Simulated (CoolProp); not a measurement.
Properties of carbonyl sulfide along the isotherm -21.55 °C (Tc = 105.6 °C, pc = 63.69 bar, ω = 0.098).

Model: reference Helmholtz-energy equation of state, Lemmon 2006, in CoolProp. It is a short technical equation, of lower accuracy than the large ones.

| p (bar) | phase | density (kg/m³) | cp (kJ/(kg K)) | speed of sound (m/s) | Joule-Thomson coefficient (K/MPa) |
|---|---|---|---|---|---|
| 9.55 | liquid | 1112 | … | 903.0 | … |
| 19.1 | liquid | 1114 | 1.218 | 909.2 | -0.3519 |
| 28.7 | liquid | 1116 | 1.215 | 915.3 | -0.3570 |
| 38.2 | liquid | 1118 | 1.212 | 921.3 | … |
| 47.8 | liquid | 1120 | 1.208 | 927.3 | -0.3664 |
| 57.3 | liquid | 1122 | 1.205 | 933.1 | -0.3709 |
| 66.9 | liquid | 1124 | … | 938.9 | -0.3752 |
| 76.4 | liquid | 1125 | … | … | -0.3794 |
| 86 | liquid | 1127 | 1.197 | 950.1 | -0.3835 |
| 95.5 | liquid | 1129 | 1.194 | 955.6 | -0.3874 |

**Question.** Fill in the missing entries.

**Answer.** 
- 9.55, cp (kJ/(kg K)): 1.222
- 9.55, Joule-Thomson coefficient (K/MPa): -0.3468
- 38.2, Joule-Thomson coefficient (K/MPa): -0.3618
- 66.9, cp (kJ/(kg K)): 1.202
- 76.4, cp (kJ/(kg K)): 1.199
- 76.4, speed of sound (m/s): 944.5
